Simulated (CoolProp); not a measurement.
Octamethyltrisiloxane (MDM) at several states: density (kg/m³) from the reference equation and from simpler models built on Tc = 565.4 K, pc = 1438 kPa, ω = 0.528; each cubic takes its own stable root.

Values from CoolProp's reference Helmholtz-energy equation of state, Thol 2017.

```csv
T (K),p (kPa),phase,reference,van der Waals,Redlich-Kwong,Soave-Redlich-Kwong,Peng-Robinson
210.2,2160,liquid,903.4,511.3,757.1,777.8,870.1
452.6,1230,liquid,646.1,387.0,542.5,589.7,667.1
433.1,11.2,gas,0.7410,0.7389,0.7398,0.7407,0.7409
```
